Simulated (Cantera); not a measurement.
A freely propagating, adiabatic, planar premixed flame of 29.6 % H2, 12.3 % O2, 58.0 % N2, equivalence ratio 1.2, unburnt at 650 K and 0.410 bar; mixture-averaged transport, grid criteria slope 0.08 and curve 0.16, no radiation.

Cantera simulation using the H2/O2 subset of GRI-Mech 3.0, which has no nitrogen chemistry; the numbers are that mechanism's predictions, not measurements. Burning velocities carry a grid error of a few per cent, more on coarse grids.

x: mole fraction of selected species; z is measured from the peak of heat release.

```json
[
 {"z (mm)": "-4.99", "T (K)": "650", "u (m/s)": "7.39", "x H2": "0.296", "x O2": "0.123", "x H2O": "<1e-8", "x OH": "<1e-8", "x HO2": "<1e-8", "x H2O2": "<1e-8"},
 {"z (mm)": "-3.33", "T (K)": "650", "u (m/s)": "7.39", "x H2": "0.296", "x O2": "0.123", "x H2O": "<1e-8", "x OH": "<1e-8", "x HO2": "<1e-8", "x H2O2": "<1e-8"},
 {"z (mm)": "-2.50", "T (K)": "650", "u (m/s)": "7.39", "x H2": "0.296", "x O2": "0.123", "x H2O": "<1e-8", "x OH": "<1e-8", "x HO2": "<1e-8", "x H2O2": "<1e-8"},
 {"z (mm)": "-1.66", "T (K)": "650", "u (m/s)": "7.39", "x H2": "0.296", "x O2": "0.123", "x H2O": "3.08e-8", "x OH": "<1e-8", "x HO2": "4.59e-7", "x H2O2": "<1e-8"},
 {"z (mm)": "-0.832", "T (K)": "658", "u (m/s)": "7.47", "x H2": "0.294", "x O2": "0.123", "x H2O": "0.000487", "x OH": "2.95e-5", "x HO2": "9.40e-5", "x H2O2": "8.21e-7"},
 {"z (mm)": "-0.416", "T (K)": "(withheld)", "u (m/s)": "8.82", "x H2": "0.272", "x O2": "0.119", "x H2O": "(withheld)", "x OH": "(withheld)", "x HO2": "(withheld)", "x H2O2": "(withheld)"},
 {"z (mm)": "0", "T (K)": "1176", "u (m/s)": "12.8", "x H2": "0.156", "x O2": "0.0773", "x H2O": "0.100", "x OH": "0.00310", "x HO2": "3.07e-5", "x H2O2": "1.55e-6"},
 {"z (mm)": "0.416", "T (K)": "1456", "u (m/s)": "15.6", "x H2": "0.0687", "x O2": "0.0253", "x H2O": "0.194", "x OH": "0.00760", "x HO2": "9.36e-6", "x H2O2": "1.39e-6"},
 {"z (mm)": "0.832", "T (K)": "1579", "u (m/s)": "16.8", "x H2": "0.0605", "x O2": "0.0170", "x H2O": "0.210", "x OH": "0.00963", "x HO2": "5.63e-6", "x H2O2": "9.81e-7"},
 {"z (mm)": "1.66", "T (K)": "1715", "u (m/s)": "18.1", "x H2": "0.0623", "x O2": "0.0141", "x H2O": "0.218", "x OH": "0.0114", "x HO2": "4.03e-6", "x H2O2": "5.68e-7"},
 {"z (mm)": "3.33", "T (K)": "1862", "u (m/s)": "19.5", "x H2": "0.0636", "x O2": "0.0113", "x H2O": "0.227", "x OH": "0.0127", "x HO2": "2.82e-6", "x H2O2": "3.00e-7"},
 {"z (mm)": "6.66", "T (K)": "2007", "u (m/s)": "20.7", "x H2": "0.0633", "x O2": "(withheld)", "x H2O": "0.237", "x OH": "0.0131", "x HO2": "(withheld)", "x H2O2": "(withheld)"},
 {"z (mm)": "13.3", "T (K)": "2139", "u (m/s)": "21.9", "x H2": "0.0617", "x O2": "0.00575", "x H2O": "0.248", "x OH": "0.0122", "x HO2": "1.23e-6", "x H2O2": "9.69e-8"}
]
```

**Question.** Some entries are withheld; supply them.

**Answer.** 
- -0.416, T (K): 786
- -0.416, x H2O: 0.0121
- -0.416, x OH: 0.000407
- -0.416, x HO2: 7.21e-5
- -0.416, x H2O2: 2.09e-6
- 6.66, x O2: 0.00846
- 6.66, x HO2: 1.90e-6
- 6.66, x H2O2: 1.64e-7
